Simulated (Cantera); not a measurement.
Input: 1 mol Si, 0.024 mol N₂O, 17 mol N₂, equilibrated at 0.110 bar.

These are equilibrium values from Cantera (NASA tables, ideal gas, pure condensed phases), not measurements of a reactor. Candidate condensed phases: Si, SiO₂, Si₂N₂O, Si₃N₄; 16 gas species. The tables' values for SiN are old estimates; treat these amounts as uncertain. The numbers say what is thermodynamically allowed, not how fast it happens. All values below are at 1675 °C.

Base state: N₂ 0.998, SiO 0.00146, Si 0.000173, Si₂N 1.92e-5, SiN 1.70e-5 (mole fractions); condensed: Si₃N₄(s).

Task: What changes in the equilibrium state with this change: pressure from 0.110 bar to 0.00250 bar?

Result: 
```
species          before     after
-------------  --------  --------
N₂                0.998     0.989
Si             0.000173   0.00929
SiO             0.00146   0.00139
Si₂N            1.92e-5  0.000189
Si₃             2.33e-7   1.86e-5
Si₂             1.29e-6   8.47e-5
Si₃N₄(s), mol     0.324         0
Si(l), mol            0     0.803
```
